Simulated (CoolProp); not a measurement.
The numbers come from the reference Helmholtz-energy equation of state, Lemmon 2016 in CoolProp.

Give the vapour pressure (bar), liquid density (kg/m³), liquid conductivity (mW/(m K)) of saturated R227EA at -58.15, -53.85 °C.


```json
[
 {"T (°C)": "-58.15", "p (bar)": "0.108", "liquid density (kg/m³)": "1680", "liquid conductivity (mW/(m K))": "80.1"},
 {"T (°C)": "-53.85", "p (bar)": "0.142", "liquid density (kg/m³)": "1670", "liquid conductivity (mW/(m K))": "79.2"}
]
```

Thermal conductivity comes from a separate model (Huber 2003), an estimate that may be off by 10 % or more.
